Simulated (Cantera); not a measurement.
Mixture: CH₄ : H₂ : O₂ : N₂ = 1 : 0.052 : 2.89 : 8.39 (molar parts), equivalence ratio 0.70, at 13.0 bar, adiabatic and at constant volume. Ignition delay is the time to a rise of 400 K.

Computed with Cantera and GRI-Mech 3.0 (53 species, 325 reactions). The pressure lies above the range GRI-Mech 3.0 was tuned for (to about 10 atm).

Predict: delay at 1323 K; delay at 1398 K; delay at 1473 K; delay at 1548 K; delay at 1623 K; delay at 1698 K; apparent activation energy between 1548 and 1698 K.

delay at 1323 K: 0.374 ms
delay at 1398 K: 0.186 ms
delay at 1473 K: 96.3 µs
delay at 1548 K: 51.6 µs
delay at 1623 K: 28.9 µs
delay at 1698 K: 16.8 µs
apparent activation energy between 1548 and 1698 K: 160 kJ/mol
